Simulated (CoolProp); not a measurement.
Saturation properties of sulfur dioxide (Tc = 430.6 K, pc = 78.87 bar, ω = 0.256).

Computed with CoolProp (reference Helmholtz-energy equation of state, Gao 2016).

| T (K) | p (bar) | enthalpy of vaporisation (kJ/kg) | surface tension (mN/m) |
|---|---|---|---|
| 324.4 | 8.712 | 327.5 | 16.6 |
| 331.8 | 10.64 | 318.4 | 15.2 |
| 339.3 | 12.90 | 308.8 | 13.8 |
| 346.7 | … | 298.7 | 12.4 |
| 354.1 | 18.39 | 288.0 | 11.0 |
| 361.6 | 21.75 | … | 9.62 |
| 369 | … | 264.2 | 8.26 |
| 376.5 | 29.77 | 250.7 | 6.90 |
| 383.9 | 34.48 | … | 5.57 |
| 391.4 | 39.79 | 219.9 | 4.25 |

Problem. What belongs in the gaps?

Solution. 
- 346.7, p (bar): 15.46
- 361.6, enthalpy of vaporisation (kJ/kg): 276.5
- 369, p (bar): 25.50
- 383.9, enthalpy of vaporisation (kJ/kg): 236.2

It boils at 263.1 K under 1 atm.

Surface tension comes from a separate correlation (Mulero 2012).
